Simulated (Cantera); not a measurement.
Charge: 1 mol CaO, 1.1 mol HCl, 18 mol H₂, held at 13.3 mbar.

Cantera equilibrium calculation (NASA polynomials, part measured and part estimated; ideal gas, pure solids and liquids). Candidate condensed phases: Ca, CaCl₂, CaO, Ca(OH)₂, H₂O; 21 gas species. Mutual solubility and eutectic melting of coexisting phases are not modelled. Condensed phases not in the tables: oxide chlorides. Equilibrium is a limit: real reactors are often held back by kinetics, nucleation or transport.

x: gas mole fraction; n: condensed amount in mol.

```tsv
T (K)	x H₂	x HCl	x H₂O	x CaCl₂	x H	n CaCl₂(s)	n CaO(s)	n CaCl₂(l)
723	0.970	2.28e-5	0.0296	<1e-12	<1e-12	0.550	0.450	0
823	0.970	0.000201	0.0295	4.90e-10	…	0.548	0.452	0
923	0.970	0.00109	0.0291	7.14e-8	…	0.540	0.460	0
1023	0.968	0.00415	0.0275	3.82e-6	…	0.511	0.489	0
1123	0.965	0.0106	0.0242	7.78e-5	…	0	0.549	0.450
1223	0.959	0.0207	0.0190	0.000881	…	0	0.644	0.339
1323	0.948	0.0328	0.0126	0.00670	…	0	0.761	0.112
1423	0.942	0.0328	0.0124	0.0124	…	0	0.764	0
1523	0.942	0.0292	0.0142	0.0142	…	0	0.729	0
1623	0.942	0.0261	0.0158	0.0157	…	0	0.699	0
1723	0.941	0.0234	0.0171	0.0170	…	0	0.673	0
1823	0.939	0.0211	0.0183	0.0181	…	0	0.650	0
1923	0.934	0.0191	0.0195	0.0187	…	0	0.626	0
```

### Question
Fill in the missing entries.

### Answer

- 823, x H: 6.26e-11
- 923, x H: 2.09e-9
- 1023, x H: 3.53e-8
- 1123, x H: 3.62e-7
- 1223, x H: 2.55e-6
- 1323, x H: 1.34e-5
- 1423, x H: 5.58e-5
- 1523, x H: 0.000194
- 1623, x H: 0.000581
- 1723, x H: 0.00153
- 1823, x H: 0.00364
- 1923, x H: 0.00788
